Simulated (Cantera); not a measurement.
**Thermodynamics of tantalum, niobium, vanadium and zirconium in process gases, feed Ta(OEt)5 + CH4 + H2**

Charge: 1 mol Ta(OEt)5, 0.67 mol CH4, 2.7 mol H2, equilibrated at 10.0 Torr.

Method: chemical equilibrium by Gibbs-energy minimisation in Cantera with the NASA 1993 tables (ideal gas, pure condensed phases). Candidate condensed phases: C, C6H6, C7H8, C8H18, H2O, Ta, TaC, Ta2O5; 113 gas species. The feed counts by its element totals alone. TaC: taken at fixed stoichiometry. Condensed phases not in the tables: Ta2C. Rates play no part.

```json
[
 {"T (K)": "1548", "x H2": "0.768", "x CO": "0.232", "x H": "0.000234", "x C2H2 (acetylene)": "1.20e-5", "n C(graphite)": "4.67", "n TaC(s)": "1.00"},
 {"T (K)": "1648", "x H2": "0.767", "x CO": "0.232", "x H": "0.000676", "x C2H2 (acetylene)": "3.43e-5", "n C(graphite)": "4.67", "n TaC(s)": "1.00"},
 {"T (K)": "1748", "x H2": "0.766", "x CO": "0.232", "x H": "0.00173", "x C2H2 (acetylene)": "8.65e-5", "n C(graphite)": "4.67", "n TaC(s)": "1.00"},
 {"T (K)": "1848", "x H2": "0.764", "x CO": "0.232", "x H": "0.00401", "x C2H2 (acetylene)": "0.000197", "n C(graphite)": "4.66", "n TaC(s)": "1.00"},
 {"T (K)": "1948", "x H2": "0.760", "x CO": "0.231", "x H": "0.00853", "x C2H2 (acetylene)": "0.000410", "n C(graphite)": "4.65", "n TaC(s)": "1.00"},
 {"T (K)": "2048", "x H2": "0.752", "x CO": "0.230", "x H": "0.0168", "x C2H2 (acetylene)": "0.000789", "n C(graphite)": "4.64", "n TaC(s)": "1.00"},
 {"T (K)": "2148", "x H2": "0.739", "x CO": "0.229", "x H": "0.0310", "x C2H2 (acetylene)": "0.00142", "n C(graphite)": "4.61", "n TaC(s)": "1.00"},
 {"T (K)": "2248", "x H2": "0.718", "x CO": "0.226", "x H": "0.0539", "x C2H2 (acetylene)": "0.00238", "n C(graphite)": "4.56", "n TaC(s)": "1.00"},
 {"T (K)": "2348", "x H2": "0.686", "x CO": "0.222", "x H": "0.0886", "x C2H2 (acetylene)": "0.00375", "n C(graphite)": "4.50", "n TaC(s)": "1.00"}
]
```
x: gas mole fraction; n: condensed amount in mol.

From 1548 K to 2348 K the condensed part is C(graphite) + TaC(s).
